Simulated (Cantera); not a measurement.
An isothermal, constant-pressure homogeneous reactor starts with C₂H₆ : H₂ = 1 : 18 (molar parts), at 1675 K and 0.0207 atm.

Detailed kinetics in Cantera: GRI-Mech 3.0 (53 species, 325 reactions). GRI-Mech 3.0 stops at C3 and has no aromatics, soot or wall deposition, so with more carbon than oxygen in the feed, carbon stays in small species such as C2H2 where larger ones or solid carbon would form. Radical loss at walls, strong at low pressure, is not modelled.

x: mole fraction; the columns are a selection and need not sum to one.

| t (s) | x C₂H₆ | x H₂ | x CH₂ | x C₂H | x CH₃ |
|---|---|---|---|---|---|
| 0.000500 | 0.000490 | 0.911 | 1.34e-5 | 1.91e-7 | ___ |
| 0.00114 | 7.50e-5 | 0.914 | 6.90e-6 | 2.32e-7 | ___ |
| 0.00259 | 4.49e-5 | 0.917 | 3.47e-6 | 1.94e-7 | ___ |
| 0.00589 | 2.66e-5 | 0.918 | 1.71e-6 | 1.43e-7 | ___ |
| 0.0134 | 1.53e-5 | 0.920 | 8.37e-7 | 1.03e-7 | ___ |
| 0.0305 | 9.48e-6 | 0.922 | 4.72e-7 | 8.03e-8 | ___ |
| 0.0695 | 7.20e-6 | 0.923 | 3.66e-7 | 7.69e-8 | ___ |
| 0.158 | 5.72e-6 | 0.927 | 3.35e-7 | 8.62e-8 | ___ |
| 0.360 | 3.73e-6 | 0.932 | 2.90e-7 | 1.04e-7 | ___ |
| 0.819 | 1.74e-6 | 0.939 | 2.21e-7 | 1.30e-7 | ___ |
| 1.86 | 5.43e-7 | 0.945 | 1.40e-7 | 1.57e-7 | ___ |
| 4.24 | 1.25e-7 | 0.948 | 7.36e-8 | 1.77e-7 | ___ |
| 9.65 | 2.61e-8 | 0.950 | 3.47e-8 | 1.88e-7 | ___ |
| 22.0 | 6.83e-9 | 0.951 | 1.68e-8 | 1.92e-7 | ___ |
| 50.0 | 3.36e-9 | 0.951 | 1.04e-8 | 1.93e-7 | ___ |

Some entries are withheld; supply them.


- 0.000500, x CH₃: 0.00692
- 0.00114, x CH₃: 0.00425
- 0.00259, x CH₃: 0.00268
- 0.00589, x CH₃: 0.00171
- 0.0134, x CH₃: 0.00112
- 0.0305, x CH₃: 0.000794
- 0.0695, x CH₃: 0.000670
- 0.158, x CH₃: 0.000599
- 0.360, x CH₃: 0.000489
- 0.819, x CH₃: 0.000340
- 1.86, x CH₃: 0.000194
- 4.24, x CH₃: 9.43e-5
- 9.65, x CH₃: 4.27e-5
- 22.0, x CH₃: 2.03e-5
- 50.0, x CH₃: 1.25e-5
